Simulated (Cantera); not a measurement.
**CaCO3 + H2 + CO2 + H2O (calcination and drying)**

Input: 1 mol CaCO3, 0.036 mol H2, 1.2 mol CO2, 0.2 mol H2O, equilibrated at 1.00 bar.

Cantera equilibrium calculation (NASA polynomials, part measured and part estimated; ideal gas, pure solids and liquids). Candidate condensed phases: C, C6H6, C7H8, C8H18, Ca, CaCO3, CaO, Ca(OH)2, H2O; 115 gas species. Rates play no part.

| T (°C) | x CO2 | x H2O | x CO | x H2 | x O2 | x CH4 | x OH | x O | n C(graphite) | n CaCO3(calcite) | n CaO(s) |
|---|---|---|---|---|---|---|---|---|---|---|---|
| 227 | 0.836 | 0.161 | 3.71e-5 | 0.000977 | <1e-12 | 0.00239 | <1e-12 | <1e-12 | 0.0105 | 1.00 | 0 |
| 427 | 0.828 | 0.149 | 0.00842 | 0.0143 | <1e-12 | 0.000599 | <1e-12 | <1e-12 | 0 | 1.00 | 0 |
| 627 | 0.818 | 0.157 | 0.0174 | 0.00767 | <1e-12 | 3.79e-8 | <1e-12 | <1e-12 | 0 | 1.00 | 0 |
| 827 | 0.815 | 0.160 | 0.0210 | 0.00408 | <1e-12 | 2.85e-11 | 2.89e-10 | <1e-12 | 0 | 1.00 | 0 |
| 1027 | 0.889 | 0.0960 | 0.0139 | 0.000853 | 9.54e-11 | <1e-12 | 4.75e-8 | 1.73e-12 | 0 | 0 | 1.00 |
| 1227 | 0.889 | 0.0963 | 0.0142 | 0.000594 | 9.41e-8 | <1e-12 | 1.99e-6 | 1.24e-9 | 0 | 0 | 1.00 |
| 1427 | 0.889 | 0.0964 | 0.0144 | 0.000456 | 1.80e-5 | <1e-12 | 3.44e-5 | 1.90e-7 | 0 | 0 | 1.000 |
| 1627 | 0.886 | 0.0962 | 0.0163 | 0.000420 | 0.000890 | <1e-12 | 0.000306 | 8.90e-6 | 0 | 0 | 1.000 |
| 1827 | 0.866 | 0.0947 | 0.0295 | 0.000653 | 0.00738 | <1e-12 | 0.00137 | 0.000119 | 0 | 0 | 1.000 |
x: gas mole fraction; n: condensed amount in mol.

At 227 °C the condensed part is C(graphite) + CaCO3(calcite). From 427 °C to 827 °C the condensed part is CaCO3(calcite). From 1027 °C to 1827 °C the condensed part is CaO(s).
